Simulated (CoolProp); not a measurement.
Vapour-liquid equilibrium of cis-2-butene (1) + acetone (2) at 398.3 K; x and y are mole fractions of (1).

Computed with CoolProp (multi-fluid Helmholtz-energy mixture model, Lemmon 2005 and Lemmon 2006; pair parameters Bell 2016).

Q: Give the bubble pressure and the first vapour's composition at x = 0.15, 0.75, 0.85. Is there an azeotrope?

A: x = 0.15: 1.097 MPa, y = 0.414; x = 0.75: 2.059 MPa, y = 0.835; x = 0.85: 2.159 MPa, y = 0.891. No azeotrope shows between x = 0.05 and 0.95.

The pair parameters rest on a limited set of measurements; away from them the model extrapolates.
